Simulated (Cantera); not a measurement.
A Cantera script and what it prints.

```python
import numpy as np
import cantera as ct

gas_names = [...]  # 92 gases of nasa_gas.yaml made of C, H, N
cond_names = """
    C(gr) C6H6(L) C7H8(L) C8H18(L),n-octa
""".split()


# ... load() reads the species with a 1 bar reference pressure and builds the phases ...
atoms = {
    'C2H2': {'C': 2, 'H': 2},
    'H2': {'H': 2},
    'NH3': {'N': 1, 'H': 3},
}
top_T = {'C(gr)': 4500}  # K; cautious upper limits of use, not melting points


# ... equilibrate(T, P, feed) seeds the gas with the atoms and calls Mixture.equilibrate('TP', solver="vcs", rtol=1e-11, max_steps=5000) ...
results = []
feed = {'C2H2': 1, 'H2': 0.43, 'NH3': 0.57}  # mol
P = 10000  # Pa
for T in [1025, 1100, 1175, 1250, 1325, 1400, 1475, 1550, 1625, 1700, 1775, 1850, 1925, 2000]:
    mix = equilibrate(T, P, feed)
    results.append((T, P, feed, dict(zip(mix.species_names, mix.species_moles))))

top = {s: max(r[3][s] / sum(r[3][g] for g in gas_names) for r in results) for s in gas_names}
cols = sorted((s for s in top if top[s] > 0.0001), key=lambda s: -top[s])[:5]
seen = [c for c in cond_names if any(r[3].get(c, 0) > 1e-12 for r in results)]
print("log10 of partial pressures in bar; condensed amounts in mol")
print(f"{'T/K':>10s}" + "".join(f"{s[:9]:>10s}" for s in cols + seen))
for T, P, feed, n in results:
    ng = sum(n[g] for g in gas_names)
    print(f"{T:10.4g}" + "".join(f"{np.log10(max(n[s] / ng * P / 1e5, 1e-99)):10.3f}" for s in cols)
          + "".join(f"{n.get(c, 0):10.4g}" for c in seen))
```

It prints:

```
log10 of partial pressures in bar; condensed amounts in mol
       T/K        H2        N2       CH4         H       HCN     C(gr)
      1025    -1.054    -1.953    -3.242    -8.888    -6.619     1.985
      1100    -1.053    -1.954    -3.550    -8.114    -6.156     1.993
      1175    -1.052    -1.954    -3.822    -7.437    -5.754     1.996
      1250    -1.052    -1.955    -4.062    -6.841    -5.400     1.998
      1325    -1.051    -1.955    -4.276    -6.312    -5.087     1.998
      1400    -1.051    -1.955    -4.467    -5.839    -4.808     1.999
      1475    -1.051    -1.956    -4.639    -5.413    -4.557     1.999
      1550    -1.051    -1.956    -4.794    -5.027    -4.331     1.998
      1625    -1.051    -1.957    -4.935    -4.677    -4.127     1.998
      1700    -1.052    -1.957    -5.064    -4.357    -3.941     1.996
      1775    -1.052    -1.959    -5.181    -4.064    -3.771     1.995
      1850    -1.053    -1.960    -5.289    -3.795    -3.615     1.992
      1925    -1.053    -1.963    -5.389    -3.546    -3.473     1.989
      2000    -1.055    -1.966    -5.482    -3.316    -3.342     1.984
```

Method: chemical equilibrium by Gibbs-energy minimisation in Cantera with the NASA 1993 tables (ideal gas, pure condensed phases).
